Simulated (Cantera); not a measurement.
A Cantera script and what it prints.

```python
import numpy as np
import cantera as ct

gas_names = """
    Hg N NO NO2 NO3 N2 N2O O O2 O3
""".split()
cond_names = """
    Hg(cr) Hg(L) HgO(s)
""".split()


# ... load() reads the species with a 1 bar reference pressure and builds the phases ...
atoms = {
    'HgO': {'Hg': 1, 'O': 1},
    'N2': {'N': 2},
}
top_T = {}  # K; cautious upper limits of use, not melting points


# ... equilibrate(T, P, feed) seeds the gas with the atoms and calls Mixture.equilibrate('TP', solver="vcs", rtol=1e-11, max_steps=5000) ...
results = []
feed = {'HgO': 1, 'N2': 0.6}  # mol
P = 100000  # Pa
for T in [625, 675, 725, 775, 825, 875, 925, 975, 1025, 1075, 1125, 1175, 1225, 1275]:
    mix = equilibrate(T, P, feed)
    results.append((T, P, feed, dict(zip(mix.species_names, mix.species_moles))))
    x = sorted(zip(gas.X, gas.species_names), reverse=True)
    print(f"T = {T:g} K  P = {P:g} Pa  gas = {mix.phase_moles(0):.4g} mol")
    print("   x: " + "  ".join(f"{s} {v:.3e}" for v, s in x if v > 1e-06))
    print("   condensed (mol): " + ("  ".join(f"{mix.phase(i).name} {mix.phase_moles(i):.4g}"
          for i in range(1, mix.n_phases) if mix.phase_moles(i) > 1e-12) or "none"))
```

Output:

```
T = 625 K  P = 100000 Pa  gas = 0.6552 mol
   x: N2 9.158e-01  Hg 5.613e-02  O2 2.806e-02
   condensed (mol): HgO(s) 0.9632
T = 675 K  P = 100000 Pa  gas = 0.9104 mol
   x: N2 6.590e-01  Hg 2.273e-01  O2 1.137e-01
   condensed (mol): HgO(s) 0.7931
T = 725 K  P = 100000 Pa  gas = 2.1 mol
   x: Hg 4.762e-01  N2 2.857e-01  O2 2.381e-01
   condensed (mol): none
T = 775 K  P = 100000 Pa  gas = 2.1 mol
   x: Hg 4.762e-01  N2 2.857e-01  O2 2.381e-01
   condensed (mol): none
T = 825 K  P = 100000 Pa  gas = 2.1 mol
   x: Hg 4.762e-01  N2 2.857e-01  O2 2.381e-01  NO 1.948e-06
   condensed (mol): none
T = 875 K  P = 100000 Pa  gas = 2.1 mol
   x: Hg 4.762e-01  N2 2.857e-01  O2 2.381e-01  NO 4.171e-06
   condensed (mol): none
T = 925 K  P = 100000 Pa  gas = 2.1 mol
   x: Hg 4.762e-01  N2 2.857e-01  O2 2.381e-01  NO 8.225e-06
   condensed (mol): none
T = 975 K  P = 100000 Pa  gas = 2.1 mol
   x: Hg 4.762e-01  N2 2.857e-01  O2 2.381e-01  NO 1.513e-05  NO2 1.040e-06
   condensed (mol): none
T = 1025 K  P = 100000 Pa  gas = 2.1 mol
   x: Hg 4.762e-01  N2 2.857e-01  O2 2.381e-01  NO 2.622e-05  NO2 1.272e-06
   condensed (mol): none
T = 1075 K  P = 100000 Pa  gas = 2.1 mol
   x: Hg 4.762e-01  N2 2.857e-01  O2 2.381e-01  NO 4.319e-05  NO2 1.528e-06
   condensed (mol): none
T = 1125 K  P = 100000 Pa  gas = 2.1 mol
   x: Hg 4.762e-01  N2 2.857e-01  O2 2.381e-01  NO 6.805e-05  NO2 1.806e-06
   condensed (mol): none
T = 1175 K  P = 100000 Pa  gas = 2.1 mol
   x: Hg 4.762e-01  N2 2.857e-01  O2 2.380e-01  NO 1.032e-04  NO2 2.106e-06
   condensed (mol): none
T = 1225 K  P = 100000 Pa  gas = 2.1 mol
   x: Hg 4.762e-01  N2 2.856e-01  O2 2.380e-01  NO 1.511e-04  NO2 2.425e-06
   condensed (mol): none
T = 1275 K  P = 100000 Pa  gas = 2.1 mol
   x: Hg 4.762e-01  N2 2.856e-01  O2 2.380e-01  NO 2.149e-04  NO2 2.764e-06
   condensed (mol): none
```

Method: chemical equilibrium by Gibbs-energy minimisation in Cantera with the NASA 1993 tables (ideal gas, pure condensed phases).
